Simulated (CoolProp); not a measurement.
Aqueous magnesium chloride as a coolant, at -13 °C, 1 atm.

The numbers come from the Melinder's fits for secondary coolants in CoolProp.

```csv
mass %,freezing point (°C),density (kg/m³),conductivity (W/(m K)),viscosity (mPa s),Prandtl number
13.9,-14.7,(withheld),0.507,5.59,36.7
15.7,(withheld),1144,0.503,5.93,38.1
17.5,-22.2,1161,(withheld),6.37,40.0
19.3,-26.7,1179,0.495,7.28,44.9
21.1,-32.2,1198,0.488,9.67,58.8
22.9,-39.2,1220,0.479,17.0,103
```

**Question.** Fill in the missing entries.

**Answer.** 
- 13.9, density (kg/m³): 1127
- 15.7, freezing point (°C): -18.2
- 17.5, conductivity (W/(m K)): 0.499
